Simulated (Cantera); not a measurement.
A Cantera script and its output.

```python
import numpy as np
import cantera as ct

surf = ct.Interface("ptcombust.yaml", "Pt_surf")
gas = surf.adjacent["gas"]
gas.TPX = 850, 270000, {'H2': 0.02, 'O2': 0.067, 'N2': 0.79}
surf.TP = 850, 270000
reactor = ct.FlowReactor(gas, clone=False)
reactor.area = 0.0001  # m2
reactor.surface_area_to_volume_ratio = 100  # 1/m
reactor.mass_flow_rate = 4.3 * reactor.area * gas.density  # inlet velocity 4.3 m/s
reactor.energy_enabled = False
wall = ct.ReactorSurface(surf, reactor, clone=False)
net = ct.ReactorNet([reactor])
net.rtol, net.atol = 1e-8, 1e-16
show, cover = ['H2', 'O2', 'H2O'], ['PT(S)', 'H(S)', 'O(S)', 'OH(S)', 'CO(S)', 'C(S)']

rows = []
print(f"{'z/m':>9s}{'u/(m/s)':>9s}" + "".join(f"{s:>13s}" for s in show + cover))
for z in [7.5e-05, 0.00013, 0.00024, 0.00042, 0.00075, 0.0013, 0.0024, 0.0042, 0.0075]:
    net.advance(z)
    rows.append([reactor.speed, *gas[show].X, *surf[cover].coverages])
    print(f"{z:9.4g}{rows[-1][0]:9.3g}" + "".join(f"{x:13.4e}" for x in rows[-1][1:]))
```

Result:

```
      z/m  u/(m/s)           H2           O2          H2O        PT(S)         H(S)         O(S)        OH(S)        CO(S)         C(S)
  7.5e-05      4.3   2.2009e-02   7.6025e-02   8.0473e-04   5.7635e-01   3.2455e-06   4.1481e-01   8.8141e-03  -7.9699e-29  -3.0642e-31
  0.00013      4.3   2.1458e-02   7.5768e-02   1.3627e-03   5.6381e-01   3.0434e-06   4.2736e-01   8.7972e-03   4.0388e-29   1.2373e-31
  0.00024     4.29   2.0428e-02   7.5286e-02   2.4043e-03   5.4019e-01   2.6987e-06   4.5101e-01   8.7716e-03   1.1031e-27   1.8688e-30
  0.00042     4.29   1.8928e-02   7.4586e-02   3.9219e-03   5.0523e-01   2.2621e-06   4.8599e-01   8.7433e-03   2.7971e-26  -9.5749e-29
  0.00075     4.29   1.6654e-02   7.3524e-02   6.2219e-03   4.5099e-01   1.7184e-06   5.4027e-01   8.7024e-03   2.4120e-25  -5.0606e-29
   0.0013     4.28   1.3831e-02   7.2205e-02   9.0775e-03   3.8149e-01   1.1919e-06   6.0987e-01   8.6060e-03   1.0381e-25  -1.8329e-28
   0.0024     4.27   1.0262e-02   7.0538e-02   1.2687e-02   2.9022e-01   6.9645e-07   7.0146e-01   8.2885e-03  -1.1143e-25   4.3972e-29
   0.0042     4.27   7.1512e-03   6.9084e-02   1.5834e-02   2.0819e-01   3.8264e-07   7.8411e-01   7.6728e-03  -2.8601e-26   3.8559e-29
   0.0075     4.26   4.5230e-03   6.7857e-02   1.8493e-02   1.3957e-01   1.9311e-07   8.5365e-01   6.7624e-03  -1.6188e-27  -7.2875e-30
```

Model: Deutschmann's 1995 Pt surface mechanism with GRI-Mech 3.0 gas chemistry, integrated in Cantera. Catalytic surfaces can have several steady states; this one follows from the mechanism file's or the stated starting coverage. Mass transfer to the wall is taken as infinitely fast.
